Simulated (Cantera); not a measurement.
Input: 1 mol MgCO3, 0.034 mol H2O, 0.48 mol O2, at 875 K and 12.0 Pa.

Method: chemical equilibrium by Gibbs-energy minimisation in Cantera with the NASA 1993 tables (ideal gas, pure condensed phases). Candidate condensed phases: C, C6H6, C7H8, C8H18, H2O, Mg, MgCO3, MgO, Mg(OH)2; 116 gas species. Kinetics and transport are ignored.

**Question.** What is the equilibrium state?

**Answer.** 
```
Quantity                                   Result
--------------------------------------  ---------
x(CO2)                                      0.661
x(O2)                                       0.317
x(H2O)                                     0.0225
n(MgO(s))                                1.00 mol
gas amount                              1.514 mol
log10 activity of MgCO3(s) (absent)         -6.07
log10 activity of C(graphite) (absent)     -23.30
log10 activity of Mg(s) (absent)           -28.06
```
